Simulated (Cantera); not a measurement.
A closed system holds: 1 mol Si3H8, 0.0056 mol Cl2, 3.9 mol N2, equilibrated at 1523 K and 1.00 bar.

Cantera equilibrium calculation (NASA polynomials, part measured and part estimated; ideal gas, pure solids and liquids). Candidate condensed phases: NH4Cl, Si, Si3N4; 28 gas species. The feed counts by its element totals alone. Kinetics and transport are ignored.

Base state: H2 0.676, N2 0.322, HCl 0.00190, H 1.90e-5, NH3 1.82e-5 (mole fractions); condensed: Si3N4(s).

Problem. What changes in the equilibrium state with this change: Si3H8 replaced by SiCl4?

Solution. 
```csv
species,before,after
N2,0.322,0.794
SiCl4,<1e-9,0.203
Cl,4.28e-8,0.00158
H2,0.676,0
HCl,0.00190,0
Cl2,<1e-9,0.000539
"Si3N4(s), mol",1.00,0
```
The tables' values for SiCl3 are old estimates; treat these amounts as uncertain.
